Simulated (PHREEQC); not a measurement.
PHREEQC input (Pitzer model, pitzer.dat):

```
SOLUTION 1
  temp 25
  units mol/kgw
  pH 7 charge
  Na 2.264
  Cl 0.55
  S(6) 0.47
  C(4) 0.38
END
USE solution 1
INCREMENTAL_REACTIONS false
REACTION 1
  H2O -1
  0 9.886 18.011 24.689 30.178 34.689 38.397 41.444
  43.949 46.007 47.699 49.089 50.232 51.172 51.944 52.578
  53.1 53.528 53.88 moles
EQUILIBRIUM_PHASES 1
  Burkeite 0 0
  Halite 0 0
  Mirabilite 0 0
  Nahcolite 0 0
  Natron 0 0
  Thenardite 0 0
  Trona 0 0
SELECTED_OUTPUT 1
  -reset false
  -pH true
  -pe true
  -ionic_strength true
  -water true
  -activities H2O
  -totals C Cl Na S
  -molalities H+ Na+ Cl- CO3-2 SO4-2 OH- HCO3- CO2 HSO4-
  -equilibrium_phases Burkeite Halite Mirabilite Nahcolite Natron Thenardite Trona
PRINT
  -reset false
END
```

Selected output (columns that matter, 18 of 19 rows; water left (kg) added in front):

```
water left (kg)	pH	mu	C	Cl	Na	S	m_H+	m_Na+	m_Cl-	m_CO3-2	la_H2O	Burkeite	Halite	Natron
1	11.958	3.1128	0.38	0.55	2.264	0.47	2.1409e-12	2.264	0.55	0.3788	-0.02175	0	0	0
0.821899	12.043	3.7877	0.46234	0.66918	2.7546	0.57185	1.6709e-12	2.7546	0.66918	0.46123	-0.026647	0	0	0
0.675523	12.134	4.6087	0.56253	0.81418	3.3515	0.69576	1.2444e-12	3.3515	0.81418	0.56151	-0.032933	0	0	0
0.555215	12.231	5.6077	0.68442	0.99061	4.0777	0.84652	8.7371e-13	4.0777	0.99061	0.68349	-0.041166	0	0	0
0.456328	12.334	6.8232	0.83273	1.2053	4.9613	1.03	5.6915e-13	4.9613	1.2053	0.8319	-0.052189	0	0	0
0.375059	12.443	8.3019	1.0132	1.4664	6.0364	1.2531	3.3683e-13	6.0364	1.4664	1.0124	-0.067296	0	0	0
0.308257	12.557	10.101	1.2327	1.7842	7.3445	1.5247	1.7601e-13	7.3445	1.7842	1.232	-0.088502	0	0	0
0.253364	12.64	10.367	1.2862	2.1708	7.6539	1.4278	1.2078e-13	7.6539	2.1708	1.2856	-0.098605	0.054128	0	0
0.208235	12.711	10.001	1.2745	2.6412	7.5703	1.1564	9.186e-14	7.5703	2.6412	1.2741	-0.10421	0.1146	0	0
0.140676	12.856	9.5989	1.3083	3.9097	7.7358	0.55504	4.4533e-14	7.7358	3.9097	1.308	-0.12542	0.19596	0	0
0.115634	12.945	9.8726	1.4234	4.4648	8.1105	0.3389	2.9548e-14	8.1105	4.4648	1.4232	-0.14075	0.21541	0.03372	0
0.0950415	13.062	10.315	1.6732	4.2624	8.3464	0.29514	2.4665e-14	8.3464	4.2624	1.673	-0.1434	0.22097	0.1449	0
0.0781066	13.187	10.89	1.9827	4.0048	8.6546	0.25256	2.0526e-14	8.6546	4.0048	1.9825	-0.14695	0.22514	0.2372	0
0.0641983	13.319	11.63	2.3645	3.6827	9.0534	0.21182	1.6968e-14	9.0534	3.6827	2.3643	-0.15169	0.2282	0.31358	0
0.0527762	13.459	12.574	2.8341	3.2866	9.5666	0.17326	1.3851e-14	9.5666	3.2866	2.8339	-0.15807	0.23043	0.37655	0
0.0370861	13.647	13.053	3.0459	3.0771	9.8539	0.15373	9.5412e-15	9.8539	3.0771	3.0458	-0.16272	0.23215	0.43588	0.03489
0.0210396	13.934	13.309	3.1022	2.9302	10.071	0.13569	5.1899e-15	10.071	2.9302	3.1021	-0.16867	0.23357	0.48835	0.081159
0.00947316	14.439	15.055	3.717	2.1913	11.26	0.078417	1.9243e-15	11.26	2.1913	3.717	-0.19585	0.23463	0.52924	0.11016
```
